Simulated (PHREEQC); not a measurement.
Make-up at 25 °C: 0.68 mol/kgw HCl, 0.0026 mol/kgw Na2B4O7 and 2.8e-05 mol/kgw H4SiO4. Closed to the air; pH follows from the charge balance.

Computed with PHREEQC (Pitzer model, pitzer.dat).

**Question.** The ionic strength comes out as 0.680 mol/kgw. What activity coefficients do Cl-, H+, Na+ get?

**Answer.** Cl- 0.63, H+ 0.95, Na+ 0.86. Single-ion values are on the MacInnes scale.

No solid was allowed to form.
